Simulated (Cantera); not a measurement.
## PbO + H2 (iron carbonyl, mercury and lead vapours)

Input: 1 mol PbO, 0.053 mol H2, at 1.33 mbar.

Method: chemical equilibrium by Gibbs-energy minimisation in Cantera with the NASA 1993 tables (ideal gas, pure condensed phases). Candidate condensed phases: H2O, Pb, PbO, PbO2, Pb3O4; 12 gas species. Mutual solubility and eutectic melting of coexisting phases are not modelled. Gases not in the tables: (PbO)n polymers. Kinetics and transport are ignored.

```
T (°C)   x H2O     x PbO      x Pb      x O2      x H2      x OH       x O  n Pb(s)  n PbO(red)  n Pb(l)  n PbO(yellow)  n PbO(l)
------  ------  --------  --------  --------  --------  --------  --------  -------  ----------  -------  -------------  --------
277      1.000    <1e-12  1.15e-10    <1e-12   1.12e-5    <1e-12    <1e-12   0.0530       0.947        0              0         0
377      1.000  2.95e-12   7.02e-8    <1e-12   2.64e-5    <1e-12    <1e-12        0       0.947   0.0530              0         0
477      1.000   3.14e-9   7.11e-6    <1e-12   4.85e-5    <1e-12    <1e-12        0       0.947   0.0530              0         0
577      1.000   6.24e-7  0.000239    <1e-12   8.01e-5  3.54e-11    <1e-12        0           0   0.0530          0.947         0
677      0.996   3.96e-5   0.00377  1.67e-11  0.000122   2.03e-9    <1e-12        0           0   0.0528          0.947         0
777      0.964   0.00111    0.0349   3.19e-9  0.000169   5.26e-8  1.03e-12        0           0   0.0511          0.947         0
877      0.765    0.0171     0.217   2.39e-7  0.000184   6.97e-7  1.11e-10        0           0   0.0379          0.946         0
977      0.431     0.137     0.431   3.22e-5   7.18e-5   6.95e-6   1.08e-8        0           0        0              0     0.930
1077    0.0478     0.754     0.148    0.0501   1.19e-6   4.64e-5   2.59e-6        0           0        0              0         0
1177    0.0460     0.654     0.215    0.0844   4.11e-6  0.000141   1.60e-5        0           0        0              0         0
```
x: gas mole fraction; n: condensed amount in mol.

At 277 °C the condensed part is Pb(s) + PbO(red). From 377 °C to 477 °C the condensed part is Pb(l) + PbO(red). From 577 °C to 877 °C the condensed part is Pb(l) + PbO(yellow). At 977 °C the condensed part is PbO(l). From 1077 °C to 1177 °C nothing is condensed.
